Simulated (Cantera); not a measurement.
## Equilibrium for thermal oxidation and active oxidation of silicon: Si + H2O + N2

Input: 1 mol Si, 3.6 mol H2O, 250 mol N2, held at 13.3 mbar.

Method: chemical equilibrium by Gibbs-energy minimisation in Cantera with the NASA 1993 tables (ideal gas, pure condensed phases). Candidate condensed phases: H2O, Si, SiO2, Si2N2O, Si3N4; 35 gas species. The tables hold silica as quartz up to 1696 K and as liquid above; real silica turns to tridymite and cristobalite and melts near 1996 K. Equilibrium is a limit: real reactors are often held back by kinetics, nucleation or transport.

From 1302 °C to 1402 °C the condensed part is SiO2(β-quartz). From 1452 °C to 1602 °C the condensed part is SiO2(condensed). The main Si-bearing gas is SiO throughout. The share of Si in condensed phases is highest at 1302 °C (100.0 %) and lowest at 1602 °C (82.8 %).

```csv
T (°C),x N2,x H2,x H2O,x SiO,x H,x OH,x NO,n SiO2(β-quartz),n SiO2(condensed)
1302,0.986,0.00787,0.00631,1.26e-6,3.19e-5,9.30e-7,1.45e-7,1.000,0
1352,0.986,0.00786,0.00631,4.47e-6,5.42e-5,1.83e-6,3.24e-7,0.999,0
1402,0.986,0.00783,0.00632,1.46e-5,8.90e-5,3.47e-6,6.93e-7,0.996,0
1452,0.986,0.00778,0.00634,4.36e-5,0.000142,6.38e-6,1.43e-6,0,0.989
1502,0.986,0.00766,0.00641,0.000120,0.000219,1.14e-5,2.87e-6,0,0.970
1552,0.985,0.00743,0.00658,0.000301,0.000329,2.03e-5,5.73e-6,0,0.924
1602,0.985,0.00700,0.00693,0.000675,0.000475,3.66e-5,1.17e-5,0,0.828
```
x: gas mole fraction; n: condensed amount in mol.
